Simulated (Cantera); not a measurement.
Mixture: CH4 : H2 : O2 : N2 : H2O = 1 : 0.3 : 3.98 : 23.9 : 1.3 (molar parts), at 40.0 bar, adiabatic and at constant pressure. Ignition delay is the time to a rise of 400 K.

Model: GRI-Mech 3.0 (53 species, 325 reactions), integrated in Cantera. The pressure lies above the range GRI-Mech 3.0 was tuned for (to about 10 atm). Below about 1000 K GRI-Mech 3.0 lacks low-temperature oxidation paths.

### Question
Predict: delay at 950 K; delay at 1000 K; delay at 1050 K; delay at 1100 K; delay at 1150 K; delay at 1200 K; apparent activation energy between 1100 and 1200 K.

### Answer
| Quantity | Value |
|---|---|
| delay at 950 K | 35.5 ms |
| delay at 1000 K | 12.0 ms |
| delay at 1050 K | 4.67 ms |
| delay at 1100 K | 2.03 ms |
| delay at 1150 K | 0.969 ms |
| delay at 1200 K | 0.500 ms |
| apparent activation energy between 1100 and 1200 K | 150 kJ/mol |
